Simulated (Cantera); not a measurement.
What does this Cantera script print?

```python
import numpy as np
import cantera as ct

gas = ct.Solution("gri30.yaml")
gas.TPX = 1450, 180000, {'CH4': 1, 'O2': 3.7, 'N2': 21.5}
reactor = ct.IdealGasConstPressureReactor(gas, energy="on", clone=False)
net = ct.ReactorNet([reactor])
net.rtol, net.atol = 1e-08, 1e-16
show = ['CH4', 'O2', 'OH', 'CH2CO', 'C2H4']
times = np.geomspace(3e-06, 2, 13)

steps = ct.SolutionArray(gas, extra=["t"])
rows = []
print(f"{'t/s':>10s}{'T/K':>9s}{'P/Pa':>11s}" + "".join(f"{s:>11s}" for s in show))
for t in times:
    while net.time < t:
        t_next = net.step()
        steps.append(gas.state, t=t_next)
    rows.append([np.interp(t, steps.t, y) for y in (steps.T, steps.P, *steps(*show).X.T)])
    print(f"{t:10.3e}{rows[-1][0]:9.1f}{rows[-1][1]:11.4g}" + "".join(f"{x:11.3e}" for x in rows[-1][2:]))
rate = np.gradient(steps.T, steps.t)
print("integrator steps:", len(steps.t))
if steps.T.max() > steps.T[0] + 200:
    print(f"time of steepest temperature rise: {steps.t[rate.argmax()]:.4e} s")
gas.TPX = 1450, 180000, {'CH4': 1, 'O2': 3.7, 'N2': 21.5}
gas.equilibrate("HP")
print(f"equilibrium (HP): T = {gas.T:.1f} K  " + "  ".join(f"{s} {gas[s].X[0]:.3e}" for s in show))
```

Output:

```
       t/s      T/K       P/Pa        CH4         O2         OH      CH2CO       C2H4
 3.000e-06   1450.0    1.8e+05  3.817e-02  1.412e-01  2.904e-09  2.925e-21  2.775e-14
 9.172e-06   1450.0    1.8e+05  3.817e-02  1.412e-01  4.261e-09  9.628e-19  1.555e-12
 2.804e-05   1450.0    1.8e+05  3.817e-02  1.412e-01  9.078e-09  2.659e-16  6.626e-11
 8.572e-05   1450.0    1.8e+05  3.816e-02  1.412e-01  2.991e-08  1.223e-13  3.362e-09
 2.621e-04   1450.1    1.8e+05  3.811e-02  1.412e-01  1.595e-07  1.675e-10  3.221e-07
 8.012e-04   1454.0    1.8e+05  3.716e-02  1.406e-01  1.160e-06  3.088e-07  3.151e-05
 2.449e-03   2235.1    1.8e+05  8.907e-21  6.420e-02  3.232e-03  3.193e-23  7.874e-30
 7.489e-03   2235.2    1.8e+05  8.822e-21  6.407e-02  3.176e-03  2.810e-23  9.705e-32
 2.289e-02   2233.7    1.8e+05  8.664e-21  6.371e-02  3.153e-03  2.726e-23  9.358e-32
 6.999e-02   2229.8    1.8e+05  8.263e-21  6.279e-02  3.095e-03  2.516e-23  8.508e-32
 2.140e-01   2223.7    1.8e+05  7.641e-21  6.135e-02  3.005e-03  2.200e-23  7.277e-32
 6.542e-01   2221.0    1.8e+05  7.370e-21  6.069e-02  2.965e-03  2.067e-23  6.773e-32
 2.000e+00   2220.9    1.8e+05  7.362e-21  6.068e-02  2.964e-03  2.063e-23  6.759e-32
integrator steps: 1954
time of steepest temperature rise: 1.4119e-03 s
equilibrium (HP): T = 2220.9 K  CH4 1.154e-20  O2 6.068e-02  OH 2.964e-03  CH2CO 2.858e-23  C2H4 8.637e-32
```

Cantera simulation using GRI-Mech 3.0 (53 species, 325 reactions); the numbers are that mechanism's predictions, not measurements.
